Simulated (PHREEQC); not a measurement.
A made-up water analysis in mg/kgw, 25 °C, pH 3.53, pe 12.5: Na 18.4; K 1.38; Ca 176; Mg 11.8; Cl 126; S(6) as SO4 387; Zn 3.25; Si as SiO2 19.4; N(5) as NO3 0.162; O(0) (dissolved oxygen) 0.438; F 0.0285.

Na is adjusted to close the charge balance.
Valence states are taken as typed.

All values are PHREEQC results (ion-association model, wateq4f.dat), not measurements.

No solid was allowed to form.

Question: What ionic strength does the model give?

Answer: ionic strength 0.0168 mol/kgw.

Question: In which forms is F present?

Answer: F- 70 %, HF 27 %, CaF+ 1.3 %, MgF+ 1.1 % of the F.

The solution is supersaturated, for example in Quartz (slow to form), Chalcedony (slow to form), so a real one may precipitate; this is no full list. Species that the database lacks are ignored. SiF6-2 is the database's only silicon fluoride.
